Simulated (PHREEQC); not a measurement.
# Brine (model solution)

Make-up at 25 °C: 1.4 mol/kgw KCl and 0.13 mol/kgw NaCl. Closed to the air; pH follows from the charge balance.

Equilibrium calculation in PHREEQC: Pitzer model, pitzer.dat.

This is a speciation only: nothing precipitates in the calculation.

Q: Estimate the activity of water, osmotic coefficient.

A: activity of water 0.951; osmotic coefficient 0.908.
